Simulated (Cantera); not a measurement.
Feed: 1 mol AlCl₃, 13 mol H₂O, 150 mol N₂, 13 mol O₂, held at 1848.15 K and 615 Torr.

Cantera equilibrium calculation (NASA polynomials, part measured and part estimated; ideal gas, pure solids and liquids). Candidate condensed phases: Al, AlCl₃, AlN, Al₂O₃, H₂O, NH₄Cl; 45 gas species. Gases not in the tables: Al(OH)₃. The numbers say what is thermodynamically allowed, not how fast it happens.

Base state: N₂ 0.843, O₂ 0.0712, H₂O 0.0652, HCl 0.0154, NO 0.00294, Cl 0.00145, OH 0.000593, O 5.59e-5 (mole fractions); condensed: Al₂O₃(s).

What changes in the equilibrium state with this change: pressure from 615 Torr to 0.135 Torr?


| species | before | after |
|---|---|---|
| N₂ | 0.843 | 0.838 |
| O₂ | 0.0712 | 0.0676 |
| H₂O | 0.0652 | 0.0634 |
| HCl | 0.0154 | 0.00947 |
| Cl | 0.00145 | 0.00732 |
| H | 2.78e-6 | 0.00154 |
| Cl₂ | 1.11e-5 | 6.21e-8 |
| Al₂O₃(s), mol | 0.500 | 0.500 |

What changes in the equilibrium state with this change: AlCl₃ replaced by Al?


```tsv
species	before	after
N₂	0.843	0.854
H₂O	0.0652	0.0738
O₂	0.0712	0.0683
HCl	0.0154	0
Cl	0.00145	0
Cl₂	1.11e-5	0
Al₂O₃(s), mol	0.500	0.500
```
